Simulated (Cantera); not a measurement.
A Cantera script and its output.

```python
import numpy as np
import cantera as ct

gas = ct.Solution("h2o2.yaml")
gas.TPX = 300, 93000, {'H2': 1, 'O2': 0.61, 'N2': 2.29}
flame = ct.FreeFlame(gas, width=0.042)
flame.set_refine_criteria(ratio=3, slope=0.08, curve=0.16)
flame.transport_model = "mixture-averaged"
flame.solve(loglevel=0, auto=True)
z, T = flame.grid, flame.T
thick = (T[-1] - T[0]) / np.gradient(T, z).max()
show = ['H2', 'O2', 'O', 'H', 'HO2', 'H2O']
print(f"laminar burning velocity  {flame.velocity[0] * 100:.3f} cm/s")
print(f"burnt temperature         {T[-1]:.1f} K")
print(f"thermal thickness         {thick * 1e3:.4f} mm")
print(f"grid points               {len(z)}")
z0 = z[flame.heat_release_rate.argmax()]
print(f"{'z/mm':>9s}{'T/K':>9s}{'u/(m/s)':>9s}" + "".join(f"{s:>11s}" for s in show))
rows = []
for k in (-3, -2, -1.5, -1, -0.5, -0.25, 0, 0.25, 0.5, 1, 2, 4, 8):
    zz = z0 + k * thick
    rows.append([k * thick, np.interp(zz, z, T), np.interp(zz, z, flame.velocity),
                 *(np.interp(zz, z, flame.X[gas.species_index(s)]) for s in show)])
    print(f"{rows[-1][0] * 1e3:9.3f}{rows[-1][1]:9.1f}{rows[-1][2]:9.3f}" + "".join(f"{x:11.3e}" for x in rows[-1][3:]))
```

It prints:

```
laminar burning velocity  175.601 cm/s
burnt temperature         2182.5 K
thermal thickness         0.3708 mm
grid points               113
     z/mm      T/K  u/(m/s)         H2         O2          O          H        HO2        H2O
   -1.112    300.0    1.756  2.564e-01  1.564e-01  8.470e-13  2.004e-17  2.482e-12  7.511e-11
   -0.742    300.0    1.756  2.564e-01  1.564e-01  4.311e-11  3.455e-15  2.622e-10  6.854e-09
   -0.556    300.0    1.756  2.562e-01  1.565e-01  6.579e-10  3.697e-13  7.573e-09  1.744e-07
   -0.371    300.5    1.756  2.549e-01  1.567e-01  9.805e-09  3.513e-11  2.029e-07  4.216e-06
   -0.185    327.9    1.881  2.393e-01  1.596e-01  9.457e-07  2.833e-07  5.941e-05  9.487e-04
   -0.093    598.0    3.302  1.949e-01  1.563e-01  1.025e-04  1.166e-03  3.876e-04  2.390e-02
    0.000   1046.0    5.610  1.247e-01  1.281e-01  2.043e-03  1.198e-02  1.384e-04  9.347e-02
    0.093   1366.9    7.260  6.089e-02  8.288e-02  6.904e-03  2.435e-02  6.838e-05  1.747e-01
    0.185   1547.6    8.188  3.235e-02  5.699e-02  9.366e-03  2.631e-02  4.030e-05  2.170e-01
    0.371   1724.6    9.062  2.193e-02  4.534e-02  8.852e-03  1.954e-02  2.487e-05  2.382e-01
    0.742   1881.4    9.800  1.749e-02  4.103e-02  6.405e-03  1.129e-02  1.598e-05  2.510e-01
    1.483   2009.3   10.382  1.212e-02  3.787e-02  3.959e-03  5.407e-03  9.479e-06  2.634e-01
    2.966   2099.3   10.780  7.081e-03  3.586e-02  2.129e-03  2.134e-03  5.343e-06  2.736e-01
```

Cantera simulation using the H2/O2 subset of GRI-Mech 3.0, which has no nitrogen chemistry; the numbers are that mechanism's predictions, not measurements. Burning velocities carry a grid error of a few per cent, more on coarse grids.
